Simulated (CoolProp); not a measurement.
C2F6 (R116) at several states: Z from the reference equation and from simpler models built on Tc = 19.9 °C, pc = 3048 kPa, ω = 0.257; each cubic takes its own stable root.

Values from CoolProp's reference Helmholtz-energy equation of state, Lemmon 2006. It is a short technical equation, of lower accuracy than the large ones.

```json
[
 {"T (°C)": "-41.75", "p (kPa)": "45.6", "phase": "gas", "reference": "0.9890", "van der Waals": "0.9922", "Soave-Redlich-Kwong": "0.9892", "Peng-Robinson": "0.9885"},
 {"T (°C)": "80.25", "p (kPa)": "2460", "phase": "gas", "reference": "0.8526", "van der Waals": "0.8300", "Soave-Redlich-Kwong": "0.8556", "Peng-Robinson": "0.8338"},
 {"T (°C)": "43.25", "p (kPa)": "566", "phase": "gas", "reference": "0.9510", "van der Waals": "0.9525", "Soave-Redlich-Kwong": "0.9501", "Peng-Robinson": "0.9437"},
 {"T (°C)": "36.65", "p (kPa)": "5840", "phase": "supercritical", "reference": "0.3472", "van der Waals": "0.4307", "Soave-Redlich-Kwong": "0.3963", "Peng-Robinson": "0.3630"},
 {"T (°C)": "-30.45", "p (kPa)": "10.2", "phase": "gas", "reference": "0.9979", "van der Waals": "0.9984", "Soave-Redlich-Kwong": "0.9979", "Peng-Robinson": "0.9978"},
 {"T (°C)": "-19.65", "p (kPa)": "25.1", "phase": "gas", "reference": "0.9955", "van der Waals": "0.9965", "Soave-Redlich-Kwong": "0.9955", "Peng-Robinson": "0.9952"}
]
```
